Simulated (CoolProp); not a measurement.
A closed Brayton cycle with carbon dioxide: compressor inlet 324.15 K and 8.6 MPa, high pressure 21.2 MPa, turbine inlet 665 K, compressor efficiency 0.85, turbine efficiency 0.9, recuperator effectiveness 0.9 (on enthalpy, no pinch check). Each further row changes one setting.

Computed with CoolProp (reference Helmholtz-energy equation of state, Span 1996).

| case | thermal efficiency (%) | net work (kJ/kg) | compressor to turbine work | compressor exit (K) | turbine exit (K) |
|---|---|---|---|---|---|
| as stated | ___ | 48.9 | 0.47 | 396.6 | 569.0 |
| turbine inlet 615 K | ___ | 40.0 | 0.52 | 396.6 | ___ |
| compressor inlet 334.15 K | ___ | 42.6 | 0.54 | ___ | 569.0 |
| high pressure 18 MPa | ___ | 42.8 | ___ | 383.2 | 586.2 |
| recuperator effectiveness 0.5 | ___ | 48.9 | 0.47 | 396.6 | 569.0 |

### Question
Complete the blanks.

### Answer

- as stated, thermal efficiency (%): 26.0
- turbine inlet 615 K, thermal efficiency (%): 23.0
- turbine inlet 615 K, turbine exit (K): 522.6
- compressor inlet 334.15 K, thermal efficiency (%): 24.2
- compressor inlet 334.15 K, compressor exit (K): 413.3
- high pressure 18 MPa, thermal efficiency (%): 25.4
- high pressure 18 MPa, compressor to turbine work: 0.44
- recuperator effectiveness 0.5, thermal efficiency (%): 18.2
